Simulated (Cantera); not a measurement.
A closed system holds: 1 mol CCl4, 0.26 mol CH4, at 2248 K and 10.0 mbar.

Equilibrium computed with Cantera from the NASA thermochemical tables; the gas is ideal and each condensed phase is pure. Candidate condensed phases: C, C6H6, C7H8, C8H18; 91 gas species. Equilibrium is a limit: real reactors are often held back by kinetics, nucleation or transport.

Base state: Cl 0.738, HCl 0.258, Cl2 0.00185, H 0.00136, H2 0.000345 (mole fractions); condensed: C(graphite).

Task: What changes in the equilibrium state with this change: temperature from 2248 K to 2073.15 K?

Result: 
| species | before | after |
|---|---|---|
| Cl | 0.738 | 0.733 |
| HCl | 0.258 | 0.261 |
| Cl2 | 0.00185 | 0.00575 |
| H | 0.00136 | 0.000182 |
| H2 | 0.000345 | 4.80e-5 |
| C(graphite), mol | 1.26 | 1.26 |
